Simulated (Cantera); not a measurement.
A closed system holds: 1 mol (CH3)2SiCl2, 0.044 mol C3H8, 82 mol H2, held at 53.0 mbar.

These are equilibrium values from Cantera (NASA tables, ideal gas, pure condensed phases), not measurements of a reactor. Candidate condensed phases: C, C6H6, C7H8, C8H18, Si, SiC; 109 gas species. The feed counts by its element totals alone. Gases not in the tables: Si2H6 and higher silanes. The numbers say what is thermodynamically allowed, not how fast it happens.

Q: Which condensed phases are stable at each of these points (T (K)): 1875, 1950, 2025, 2100, 2175, 2250, 2325, 2400, 2475?

A: 
```tsv
T (K)	condensed phases	Si condensed (%)
1875	C(graphite) + SiC(s)	99.5
1950	C(graphite) + SiC(s)	99.2
2025	C(graphite) + SiC(s)	98.5
2100	C(graphite) + SiC(s)	96.8
2175	C(graphite) + SiC(s)	92.4
2250	C(graphite) + SiC(s)	81.5
2325	C(graphite) + SiC(s)	54.9
2400	C(graphite)	0.0
2475	C(graphite)	0.0
```

From 1875 K to 2325 K the condensed part is C(graphite) + SiC(s). From 2400 K to 2475 K the condensed part is C(graphite).
